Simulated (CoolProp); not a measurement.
Model: reference Helmholtz-energy equation of state, Lemmon 2006, in CoolProp. It is a short technical equation, of lower accuracy than the large ones.

Q: For C2F6 (R116), give the phase and the conductivity (mW/(m K)), Prandtl number at 151.55 °C and 15.2 bar; 118.25 °C and 31.3 bar; -19.75 °C and 0.963 bar.

A: 
- 151.55 °C and 15.2 bar: gas; conductivity 25.1, Prandtl number 0.795
- 118.25 °C and 31.3 bar: supercritical; conductivity 23.5, Prandtl number 0.881
- -19.75 °C and 0.963 bar: gas; conductivity 11.4, Prandtl number 0.739

Viscosity comes from a separate model (Huber 2003), an estimate that may be off by 10 % or more. Thermal conductivity comes from a separate model (Huber 2003), an estimate that may be off by 10 % or more.
